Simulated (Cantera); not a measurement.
Mixture: CH4 : CO : O2 : N2 = 1 : 0.29 : 1.53 : 9.04 (molar parts), at 1.01 bar, adiabatic and at constant pressure. Ignition delay is the time to a rise of 400 K.

Cantera simulation using GRI-Mech 3.0 (53 species, 325 reactions); the numbers are that mechanism's predictions, not measurements.

What does this change do: N2 9.04 to 17 parts?


```tsv
quantity	before	after
delay at 1225 K	71.6 ms	0.138 s
delay at 1375 K	9.01 ms	16.8 ms
delay at 1525 K	1.55 ms	2.68 ms
delay at 1675 K	0.385 ms	0.618 ms
delay at 1825 K	0.133 ms	0.206 ms
apparent activation energy between 1750 and 1900 K	170 kJ/mol	180 kJ/mol
```

What does this change do: pressure from 1.01 bar to 10.0 bar?


| quantity | before | after |
|---|---|---|
| delay at 1225 K | 71.6 ms | 8.90 ms |
| delay at 1375 K | 9.01 ms | 1.44 ms |
| delay at 1525 K | 1.55 ms | 0.288 ms |
| delay at 1675 K | 0.385 ms | 69.2 µs |
| delay at 1825 K | 0.133 ms | 20.8 µs |
| apparent activation energy between 1750 and 1900 K | 170 kJ/mol | 200 kJ/mol |
